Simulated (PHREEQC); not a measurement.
# Nickel, zinc or cadmium bath

Solution (28 °C): 0.094 mol/kgw Ni(NO3)2 and 0.0021 mol/kgw NaCl. Closed to the air; pH follows from the charge balance.

The numbers come from PHREEQC with the ion-association model, wateq4f.dat.

This is a speciation only: nothing precipitates in the calculation.

Question: What pH does the model give?

Answer: pH 5.65.

Question: In which forms is Cl present?

Answer: Cl- 94 %, NiCl+ 6.0 % of the Cl.

Species that the database lacks are ignored.
